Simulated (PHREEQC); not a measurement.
Dissolve 4.4e-05 mol/kgw PbCl2 at 85 °C. Closed to the air; pH follows from the charge balance.

The numbers come from PHREEQC with the ion-association model, phreeqc.dat.

No solid was allowed to form.

Task: Estimate the pH.

Result: pH 5.98.

Task: In which forms is Pb present?

Result: Pb+2 97 %, PbOH+ 1.7 %, PbCl+ 1.1 % of the Pb.

Examples of supersaturated solids here: Pb(OH)2. Others may be too. Complexes and solids missing from the database can't appear. At this temperature some constants are extrapolated from 25 °C, and those without enthalpy data are left unchanged.
